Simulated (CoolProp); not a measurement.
Vapour-liquid equilibrium of R22 (1) + R115 (2) at 216.6 K; x and y are mole fractions of (1).

The numbers come from the multi-fluid Helmholtz-energy mixture model, Kamei 1995 and Lemmon 2016; pair parameters Bell 2016 in CoolProp.

```csv
x,"bubble pressure, mixture model (MPa)","bubble pressure, Raoult's law (MPa)","y, mixture model","y, Raoult's law"
0.05,0.04852,0.04352,0.143,0.052
0.125,0.05299,0.04368,0.259,0.130
0.2,0.05536,0.04384,0.326,0.208
0.275,0.05665,0.04400,0.371,0.285
0.35,0.05734,0.04416,0.407,0.361
0.425,0.05764,0.04431,0.441,0.437
0.5,0.05760,0.04447,0.476,0.512
0.575,0.05720,0.04463,0.517,0.587
0.65,0.05637,0.04479,0.565,0.661
0.725,0.05504,0.04495,0.625,0.734
0.8,0.05315,0.04510,0.699,0.807
0.875,0.05070,0.04526,0.792,0.880
0.95,0.04773,0.04542,0.908,0.952
```

The largest gap from Raoult's law is +30.1 % in bubble pressure, at x = 0.425. y crosses x between x = 0.425 and 0.5: the model has an azeotrope there.

The pair parameters rest on a limited set of measurements; away from them the model extrapolates.
